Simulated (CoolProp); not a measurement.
Aqueous ethylene glycol as a coolant, 58 % by mass, freezing at -47.9 °C, 1 atm.

Values from CoolProp's Melinder's fits for secondary coolants.

```csv
T (°C),conductivity (W/(m K)),Prandtl number,density (kg/m³),cp (kJ/(kg K))
-28.5,0.339,(withheld),1096,2.822
-23.8,0.341,332,1095,2.854
-19.2,0.343,246,1093,2.886
-14.6,(withheld),187,1092,2.917
-9.9,0.348,(withheld),1090,2.949
-5.3,0.350,113,1088,(withheld)
-0.6,0.353,89.8,1086,3.011
4,(withheld),73.0,1083,3.041
8.6,0.357,60.3,1081,3.071
13.3,0.359,50.3,1078,3.101
17.9,0.362,42.7,1076,3.129
22.5,0.364,36.7,1073,3.157
27.2,0.366,31.8,1071,3.186
31.8,0.369,27.9,(withheld),3.212
```

Complete the blanks.


- -28.5, Prandtl number: 460
- -14.6, conductivity (W/(m K)): 0.346
- -9.9, Prandtl number: 143
- -5.3, cp (kJ/(kg K)): 2.980
- 4, conductivity (W/(m K)): 0.355
- 31.8, density (kg/m³): 1068
